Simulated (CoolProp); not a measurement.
Vapour-liquid equilibrium of CH2F2 (R32) (1) + R123 (2) at -55.15 °C; x and y are mole fractions of (1).

Values from CoolProp's multi-fluid Helmholtz-energy mixture model, Tillner-Roth 1997 and Younglove 1994; pair parameters Bell 2016.

Task: Give the bubble pressure and the first vapour's composition at x = 0.35, 0.875, 0.95. Is there an azeotrope?

Result: x = 0.35: 45.18 kPa, y = 0.981; x = 0.875: 75.42 kPa, y = 0.995; x = 0.95: 80.55 kPa, y = 0.998. No azeotrope shows between x = 0.05 and 0.95.

The pair parameters rest on a limited set of measurements; away from them the model extrapolates. With so large a gap from Raoult's law the liquid may split in two, which this calculation doesn't test in full.
